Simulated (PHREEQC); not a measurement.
A PHREEQC input (ion-association model, phreeqc.dat):

```
SOLUTION 1
  temp 25
  units mg/L
  pH 6.58
  pe 8.5
  Na 0.129
  K 0.0191
  Ca 0.0227
  Mg 0.0136
  Cl 0.165
  S(6) 0.0108 as SO4
  Alkalinity 0.219 as HCO3 charge
  B 7.65e-05
END
USE solution 1
EQUILIBRIUM_PHASES 1
  CO2(g) -3.4 10
END
```

It stops with these messages:

```
ERROR: Alkalinity cannot be used with charge balance or solution phase boundary constraints.
ERROR: Program terminating due to input errors.
```

The fault: charge balance asked on alkalinity. The line should read `as HCO3` where the input has `as HCO3 charge`. With the mend the run ends at pH 5.90 and ionic strength 1.09e-5 mol/kgw.
